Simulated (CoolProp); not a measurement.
R152A at 247.44 K and 0.0383 MPa is compressed adiabatically to 0.09 MPa with isentropic efficiency 0.7. Each further row changes one setting.

Model: reference Helmholtz-energy equation of state, Outcalt 1996, in CoolProp. It is a modified Benedict-Webb-Rubin equation, recast in Helmholtz form.

```tsv
case	work (kJ/kg)	final temperature (K)	final density (kg/m³)
as stated	39.5	289.9	2.52
efficiency 1	27.7	278.2	2.63
efficiency 0.65	42.6	292.8	2.49
```
